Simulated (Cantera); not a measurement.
Input (Python, Cantera):

```python
import numpy as np
import cantera as ct

gas = ct.Solution("gri30.yaml")
gas.TPX = 1125, 1333, {'H2': 0.43, 'O2': 1}
reactor = ct.IdealGasConstPressureReactor(gas, energy="off", clone=False)
net = ct.ReactorNet([reactor])
net.rtol, net.atol = 1e-08, 1e-18
show = ['H2', 'O2', 'H2O', 'HO2', 'H2O2', 'OH']
times = np.geomspace(0.0001, 1, 9)

steps = ct.SolutionArray(gas, extra=["t"])
rows = []
print(f"{'t/s':>10s}{'T/K':>9s}{'P/Pa':>11s}" + "".join(f"{s:>11s}" for s in show))
for t in times:
    while net.time < t:
        t_next = net.step()
        steps.append(gas.state, t=t_next)
    rows.append([np.interp(t, steps.t, y) for y in (steps.T, steps.P, *steps(*show).X.T)])
    print(f"{t:10.3e}{rows[-1][0]:9.1f}{rows[-1][1]:11.4g}" + "".join(f"{x:11.3e}" for x in rows[-1][2:]))
rate = np.gradient(steps.T, steps.t)
print("integrator steps:", len(steps.t))
if steps.T.max() > steps.T[0] + 200:
    print(f"time of steepest temperature rise: {steps.t[rate.argmax()]:.4e} s")
gas.TPX = 1125, 1333, {'H2': 0.43, 'O2': 1}
gas.equilibrate("TP")
print(f"equilibrium (TP): T = {gas.T:.1f} K  " + "  ".join(f"{s} {gas[s].X[0]:.3e}" for s in show))
```

Output:

```
       t/s      T/K       P/Pa         H2         O2        H2O        HO2       H2O2         OH
 1.000e-04   1125.0       1333  3.007e-01  6.993e-01  2.759e-09  4.258e-09  2.581e-12  9.189e-10
 3.162e-04   1125.0       1333  3.007e-01  6.993e-01  1.067e-07  1.382e-08  2.604e-11  1.712e-08
 1.000e-03   1125.0       1333  3.002e-01  6.991e-01  3.359e-04  1.141e-06  1.522e-09  4.808e-05
 3.162e-03   1125.0       1333  1.662e-02  5.681e-01  2.377e-01  1.206e-05  3.708e-07  9.343e-03
 1.000e-02   1125.0       1333  7.924e-03  6.175e-01  3.155e-01  1.468e-05  6.580e-07  6.620e-03
 3.162e-02   1125.0       1333  8.143e-04  6.432e-01  3.507e-01  9.227e-06  6.714e-07  2.039e-03
 1.000e-01   1125.0       1333  5.590e-05  6.457e-01  3.535e-01  1.808e-06  2.471e-07  5.374e-04
 3.162e-01   1125.0       1333  6.838e-06  6.460e-01  3.538e-01  3.071e-07  7.799e-08  1.944e-04
 1.000e+00   1125.0       1333  1.303e-06  6.461e-01  3.539e-01  6.806e-08  2.577e-08  8.679e-05
integrator steps: 1491
equilibrium (TP): T = 1125.0 K  H2 9.253e-09  O2 6.461e-01  H2O 3.539e-01  HO2 8.181e-09  H2O2 3.848e-10  OH 7.425e-06
```

Cantera simulation using GRI-Mech 3.0 (53 species, 325 reactions); the numbers are that mechanism's predictions, not measurements. Radical loss at walls, strong at low pressure, is not modelled. The temperature is held fixed by assumption; the heat of reaction is taken as removed at once.
